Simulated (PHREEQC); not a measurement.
Solution (64 °C): 0.24 mol/kgw H2SO4, 0.023 mol/kgw Fe(NO3)3 and 0.052 mol/kgw CuSO4. Closed to the air; pH follows from the charge balance.

Computed with PHREEQC (ion-association model, wateq4f.dat).

No solid was allowed to form.

### Question
Predict the pH, activity of water.

### Answer
pH 0.77; activity of water 0.989.

### Question
In which forms is S present?

### Answer
HSO4- 83 %, SO4-2 6.3 %, FeHSO4+2 4.3 %, CuSO4 3.0 %, FeSO4+ 3.0 %, Fe(SO4)2- 0.5 % of the S.

Saturation is exceeded, for instance for Hematite (slow to form), Goethite (slow to form); the values hold only as long as no solid forms. Constants without temperature data keep their 25 °C values here.
